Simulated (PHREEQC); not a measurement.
Solution (20 °C): 1.1 mmol/kgw HF, 4 mmol/kgw NaF, 6.9 mmol/kgw (NH4)2SiF6 and 1.3 mmol/kgw H2SO4. Closed to the air; pH follows from the charge balance.

Model: ion-association model, phreeqc.dat, run in PHREEQC.

```json
[
 {"quantity": "pH", "before": "3.04", "after": "2.75"},
 {"quantity": "ionic strength (mol/kgw)", "before": "0.0267", "after": "0.0287"},
 {"quantity": "HF (mol/kgw)", "before": "0.00267", "after": "0.00290"},
 {"quantity": "F- (mol/kgw)", "before": "0.00251", "after": "0.00142"},
 {"quantity": "SO4-2 (mol/kgw)", "before": "0.00112", "after": "0.00108"},
 {"quantity": "NH4SO4- (mol/kgw)", "before": "0.000107", "after": "0.000101"},
 {"quantity": "SI of Quartz (SiO2)", "before": "-0.58", "after": "-0.17"}
]
```

Task: Name the change that produced these shifts.
A. diluted 5-fold with water
B. HF left out
C. HF replaced by H2SiF6 at the same molality
D. diluted 10-fold with water

Result: C, HF replaced by H2SiF6 at the same molality

No solid was allowed to form. SiF6-2 is the database's only silicon fluoride.
